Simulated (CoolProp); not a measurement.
Vapour-liquid equilibrium of ethane (1) + hydrogen chloride (2) at 369 kPa; x and y are mole fractions of (1).

Model: multi-fluid Helmholtz-energy mixture model, Bücker 2006 and Thol 2018; pair parameters Bell 2016, in CoolProp.

Task: Give the bubble temperature and the first vapour's composition at x = 0.35, 0.5, 0.8. Is there an azeotrope?

Result: x = 0.35: 205.3 K, y = 0.461; x = 0.5: 205.0 K, y = 0.510; x = 0.8: 206.5 K, y = 0.667. y crosses x between x = 0.5 and 0.65: the model has an azeotrope there.

Pair parameters are fitted to limited data, so mixtures are less certain than the pure fluids.
